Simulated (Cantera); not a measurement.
A perfectly stirred reactor is fed with CH4 : C2H6 : C3H8 : O2 : N2 = 1 : 0.035 : 0.093 : 4.98 : 18.7 (molar parts), at 1.20 bar; it is adiabatic with a 750 K inlet, and is followed from long to short residence time, starting on the burning branch (τ in s: 0.27, 0.074, 0.02, 0.0056, 0.0015, 0.00042, 0.00012, 3.2e-05, 8.8e-06).

Cantera simulation using GRI-Mech 3.0 (53 species, 325 reactions); the numbers are that mechanism's predictions, not measurements.

One state of this run: T (K) = 1875; x CH4 = 1.42e-5; x C2H6 = 1.16e-7; x C3H8 = 3.05e-7; x HCO = 5.17e-8; x CH3 = 3.76e-6. x: mole fraction; the columns are a selection and need not sum to one.

Problem. Which value of τ (s) does it belong to?
(A) 0.00042
(B) 0.020
(C) 0.27
(D) 8.8e-6

Solution. B, 0.020
